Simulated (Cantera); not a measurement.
An adiabatic, constant-volume homogeneous reactor starts with CH₄ : H₂ : O₂ : N₂ = 1 : 0.2 : 1.05 : 3.95 (molar parts), equivalence ratio 2.0, at 1425 K and 1.40 bar.

Cantera simulation using GRI-Mech 3.0 (53 species, 325 reactions); the numbers are that mechanism's predictions, not measurements.

Problem. Predict: time of steepest temperature rise; temperature at 2.00 s; equilibrium temperature; x(H₂) at 2.00 s; x(O₂) at 2.00 s; x(O) at 2.00 s.

Solution. 
```
Item                                                                  Result
---------------------------------  -----------------------------------------
time of steepest temperature rise                                   0.977 ms
temperature at 2.00 s                                                 2737 K
equilibrium temperature                                               2737 K
x(H₂) at 2.00 s                          0.162 (gas-phase equilibrium 0.162)
x(O₂) at 2.00 s                      6.31e-5 (gas-phase equilibrium 6.31e-5)
x(O) at 2.00 s                     0.000190 (gas-phase equilibrium 0.000190)
```
